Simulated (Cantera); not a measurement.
**Diamond growth**

A diamond (100) surface in a fixed gas of H2 with x(CH4) = 0.002, x(H) = 0.00036, x(CH3) = 0.00043, 48.0 Torr; coverages are run to steady state.

Cantera simulation using the Harris–Goodwin 1993 mechanism for the reconstructed diamond (100) surface; the numbers are that mechanism's predictions, not measurements.

```
T (K)  growth (µm/h)  θ c6HH   θ c6H*  θ c6*H   θ c6**    θ c6HM
-----  -------------  ------  -------  ------  -------  --------
950             4.93   0.357  0.00750   0.178  0.00249     0.349
1000            5.76   0.397   0.0115   0.235  0.00406     0.257
1050            5.13   0.452   0.0173   0.309  0.00639     0.148
1100            3.43   0.491   0.0238   0.377  0.00899    0.0629
1150            2.11   0.501   0.0295   0.418   0.0111    0.0220
1200            1.49   0.497   0.0342   0.438   0.0127   0.00727
1250            1.26   0.494   0.0381   0.444   0.0137   0.00242
1300            1.06   0.495   0.0414   0.443   0.0143  0.000824
1350           0.745   0.501   0.0442   0.436   0.0147  0.000289
1400           0.399   0.512   0.0465   0.425   0.0146  0.000107
```
θ: site fractions in the mechanism's names (c6HH fully hydrogenated, c6H* and c6*H radical sites, c6** diradical, c6HM methylated).
